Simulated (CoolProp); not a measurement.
The fluid at 298.15 K and 0.00592 MPa is compressed adiabatically to 0.0369 MPa with isentropic efficiency 0.75. The same conditions are run with several fluids, on thermodynamics alone (safety and materials aside).

The numbers come from the reference Helmholtz-energy equation of state of each fluid (dimethyl carbonate: Zhou 2011; 1,2-dichloroethane: Thol 2015; R404A: Lemmon 2003; R124: de Vries 1995; c-C4F8 (RC318): Platzer 1990) in CoolProp. The equations of Platzer and Polt are older, rougher fits. Blends and air are pseudo-pure fits.

| fluid | work (kJ/kg) | final temperature (K) | final density (kg/m³) |
|---|---|---|---|
| dimethyl carbonate | 71.6 | [?] | 1.14 |
| 1,2-dichloroethane | 66.7 | 376.1 | 1.18 |
| R404A | 67.6 | [?] | 1.17 |
| R124 | [?] | 360.5 | 1.69 |
| c-C4F8 (RC318) | 31.6 | [?] | [?] |

Fill in the missing entries.


- dimethyl carbonate, final temperature (K): 355.9
- R404A, final temperature (K): 371.2
- R124, work (kJ/kg): 47.7
- c-C4F8 (RC318), final temperature (K): 337.4
- c-C4F8 (RC318), final density (kg/m³): 2.65
